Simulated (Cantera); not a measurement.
Input: 1 mol B₂O₃, 21 mol NH₃, 130 mol H₂, held at 1200 K and 0.825 Torr.

These are equilibrium values from Cantera (NASA tables, ideal gas, pure condensed phases), not measurements of a reactor. Candidate condensed phases: B, BN, B₂O₃, B₃O₃H₃, H₂O; 39 gas species. Mutual solubility and eutectic melting of coexisting phases are not modelled. The numbers say what is thermodynamically allowed, not how fast it happens.

Base state: H₂ 0.938, N₂ 0.0609, HBO₂ 0.000462, H₂O 0.000340, HBO 6.75e-5 (mole fractions); condensed: BN(s) + B₂O₃(l).

Problem. What changes in the equilibrium state with this change: NH₃ from 21 to 0.34 mol?

Solution. 
```json
[
 {"species": "H₂", "before": "0.938", "after": "0.998"},
 {"species": "N₂", "before": "0.0609", "after": "0.00125"},
 {"species": "HBO₂", "before": "0.000462", "after": "0.000249"},
 {"species": "H₂O", "before": "0.000340", "after": "9.89e-5"},
 {"species": "HBO", "before": "6.75e-5", "after": "0.000133"},
 {"species": "BN(s), mol", "before": "0.0616", "after": "0.0136"},
 {"species": "B₂O₃(l), mol", "before": "0.922", "after": "0.967"}
]
```
